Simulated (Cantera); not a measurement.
What does this Cantera script print?

```python
import numpy as np
import cantera as ct

gas = ct.Solution("h2o2.yaml")
gas.TPX = 350, 620000, {'H2': 1, 'O2': 0.417, 'N2': 1.57}
inlet = ct.Reservoir(gas, clone=True)
gas.equilibrate("HP")  # start burning
reactor = ct.IdealGasConstPressureReactor(gas, energy="on", clone=False)
exhaust = ct.Reservoir(gas, clone=True)
tau = [0.022, 0.014, 0.0083, 0.0051, 0.0031, 0.0019, 0.0011, 0.0007, 0.00042, 0.00026, 0.00016, 9.5e-05, 5.8e-05][0]
for a, b in ((inlet, reactor), (reactor, exhaust)):
    ct.MassFlowController(a, b, mdot=lambda t: reactor.mass / tau)
net = ct.ReactorNet([reactor])
show = ['H2', 'O2', 'H2O2', 'H2O', 'O']

rows = []
print(f"{'tau/s':>10s}{'T/K':>9s}" + "".join(f"{s:>11s}" for s in show))
for tau in [0.022, 0.014, 0.0083, 0.0051, 0.0031, 0.0019, 0.0011, 0.0007, 0.00042, 0.00026, 0.00016, 9.5e-05, 5.8e-05]:
    net.initial_time = 0.0
    net.advance(30 * tau)
    before = gas.X
    net.advance(40 * tau)
    drift = np.max(np.abs(gas.X - before) / (gas.X + 1e-9))
    rows.append([gas.T, *gas[show].X, drift])
    print(f"{tau:10.3e}{gas.T:9.1f}" + "".join(f"{x:11.3e}" for x in gas[show].X))
```

Result:

```
     tau/s      T/K         H2         O2       H2O2        H2O          O
 2.200e-02   2424.6  6.466e-02  1.125e-04  5.127e-08  3.216e-01  4.204e-05
 1.400e-02   2423.0  6.469e-02  1.349e-04  5.728e-08  3.214e-01  4.661e-05
 8.300e-03   2420.2  6.475e-02  1.741e-04  6.812e-08  3.211e-01  5.507e-05
 5.100e-03   2416.4  6.484e-02  2.290e-04  8.375e-08  3.206e-01  6.773e-05
 3.100e-03   2410.8  6.496e-02  3.112e-04  1.076e-07  3.199e-01  8.802e-05
 1.900e-03   2403.3  6.514e-02  4.278e-04  1.413e-07  3.191e-01  1.188e-04
 1.100e-03   2392.0  6.543e-02  6.169e-04  1.942e-07  3.177e-01  1.722e-04
 7.000e-04   2379.8  6.577e-02  8.376e-04  2.519e-07  3.163e-01  2.379e-04
 4.200e-04   2362.3  6.630e-02  1.182e-03  3.339e-07  3.142e-01  3.455e-04
 2.600e-04   2341.4  6.697e-02  1.625e-03  4.274e-07  3.117e-01  4.907e-04
 1.600e-04   2315.0  6.786e-02  2.226e-03  5.390e-07  3.086e-01  6.964e-04
 9.500e-05   2279.7  6.909e-02  3.087e-03  6.795e-07  3.045e-01  1.003e-03
 5.800e-05   2238.3  7.054e-02  4.156e-03  8.373e-07  2.998e-01  1.397e-03
```

Detailed kinetics in Cantera: the H2/O2 subset of GRI-Mech 3.0, which has no nitrogen chemistry. The hydrogen kinetics of GRI-Mech 3.0 are dated; newer H2 mechanisms differ, most at raised pressure.
